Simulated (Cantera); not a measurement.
Feed: 1 mol Cr, 0.52 mol N2, 22 mol H2, held at 0.860 Pa.

Cantera equilibrium calculation (NASA polynomials, part measured and part estimated; ideal gas, pure solids and liquids). Candidate condensed phases: Cr, CrN, Cr2N; 11 gas species. Equilibrium is a limit: real reactors are often held back by kinetics, nucleation or transport.

Q: Which condensed phases are stable at each of these points (T (K)): 1375, 1525, 1675, 1825, 1975, 2125, 2275, 2425, 2575?

A: 
| T (K) | condensed phases | Cr condensed (%) |
|---|---|---|
| 1375 | Cr(s) | 91.1 |
| 1525 | gas only | 0.0 |
| 1675 | gas only | 0.0 |
| 1825 | gas only | 0.0 |
| 1975 | gas only | 0.0 |
| 2125 | gas only | 0.0 |
| 2275 | gas only | 0.0 |
| 2425 | gas only | 0.0 |
| 2575 | gas only | 0.0 |

At 1375 K the condensed part is Cr(s). From 1525 K to 2575 K nothing is condensed.
